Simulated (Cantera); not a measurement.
Predominance diagram of Sr at 800 K against the partial pressures of O2 and Cl2 (log10, bar). Source: NASA polynomial tables (part measured, part estimated), evaluated in Cantera. Candidates: Sr(s), SrCl2(s), SrO(s). Only these pure phases compete in this equilibrium. Not in the tables: the peroxide, oxide halides.

### Question
Which phase is stable at these pairs, and which metal-bearing vapour leads over it? (-1.5, -40); (-5.9, -20); (-1.5, -45); (-23.6, -35); (-20.6, -10); (-7.4, -30); (-22.1, -25)

### Answer
| log p(O2) | log p(Cl2) | phase | chief vapour | log p (bar) |
|---|---|---|---|---|
| -1.5 | -40 | SrO(s) | SrO | -28.9 |
| -5.9 | -20 | SrO(s) | SrCl2 | -17.7 |
| -1.5 | -45 | SrO(s) | SrO | -28.9 |
| -23.6 | -35 | SrO(s) | SrCl2 | -23.9 |
| -20.6 | -10 | SrCl2(s) | SrCl2 | -13.1 |
| -7.4 | -30 | SrO(s) | SrCl2 | -27.0 |
| -22.1 | -25 | SrO(s) | SrCl2 | -14.6 |
